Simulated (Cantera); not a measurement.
**CaS + SO3 + CO2 (roasting and sulfation)**

Charge: 1 mol CaS, 2 mol SO3, 0.9 mol CO2, at 1.00 bar.

These are equilibrium values from Cantera (NASA tables, ideal gas, pure condensed phases), not measurements of a reactor. Candidate condensed phases: C, Ca, CaCO3, CaO, CaS, CaSO4, S; 26 gas species. Mutual solubility and eutectic melting of coexisting phases are not modelled. Rates play no part.

```csv
T (K),log p SO2,log p CO2,log p CO,log p S2,log p SO,log p S2O,log p COS,log p S,n CaO(s),n CaS(s)
1550,-0.14,-0.63,-1.81,-1.77,-2.44,-2.70,-3.71,-5.03,0.780,0.220
1600,-0.14,-0.64,-1.69,-1.65,-2.29,-2.62,-3.62,-4.74,0.815,0.185
1650,-0.15,-0.66,-1.58,-1.54,-2.14,-2.54,-3.54,-4.47,0.858,0.142
1700,-0.15,-0.67,-1.47,-1.44,-2.01,-2.48,-3.47,-4.22,0.910,0.0904
1750,-0.16,-0.69,-1.38,-1.35,-1.88,-2.41,-3.41,-3.98,0.970,0.0298
1800,-0.16,-0.71,-1.31,-1.32,-1.77,-2.40,-3.39,-3.79,1.00,0
1850,-0.16,-0.73,-1.25,-1.35,-1.69,-2.42,-3.42,-3.63,1.00,0
```
log p: log10 of the partial pressure in bar; n: condensed amount in mol.

From 1550 K to 1750 K the condensed part is CaO(s) + CaS(s). From 1800 K to 1850 K the condensed part is CaO(s).
